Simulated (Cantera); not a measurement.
Charge: 1 mol SiHCl₃, 0.42 mol NH₃, 14 mol H₂, held at 1873 K and 0.0133 bar.

Method: chemical equilibrium by Gibbs-energy minimisation in Cantera with the NASA 1993 tables (ideal gas, pure condensed phases). Candidate condensed phases: NH₄Cl, Si, Si₃N₄; 28 gas species. The tables' values for SiCl, SiCl₃ are old estimates; treat these amounts as uncertain. Gases not in the tables: Si₂H₆ and higher silanes. Kinetics and transport are ignored.

Base state: H₂ 0.841, HCl 0.104, SiCl₂ 0.0360, N₂ 0.0124, H 0.00512, Si 0.000661, SiCl 0.000494, Cl 0.000480 (mole fractions); condensed: Si(l).

Q: What changes in the equilibrium state with this change: H₂ from 14 to 1.7 mol?

A: 
```csv
species,before,after
H₂,0.841,0.511
HCl,0.104,0.218
SiCl₂,0.0360,0.215
N₂,0.0124,0.0461
SiCl₄,1.20e-6,5.19e-5
SiCl₃,0.000175,0.00281
SiHCl₃,2.89e-6,3.62e-5
"Si(l), mol",0.366,0
```
The tables' values for SiCl₃, SiCl are old estimates; treat these amounts as uncertain.

Q: What changes in the equilibrium state with this change: temperature from 1873 K to 1775 K?

A: 
```tsv
species	before	after
H₂	0.841	0.846
HCl	0.104	0.100
SiCl₂	0.0360	0.0381
H	0.00512	0.00231
N₂	0.0124	0.0125
Si	0.000661	0.000165
SiH	6.52e-5	2.15e-5
Si(l), mol	0.366	0.345
```
The tables' values for SiCl₃, SiCl are old estimates; treat these amounts as uncertain.
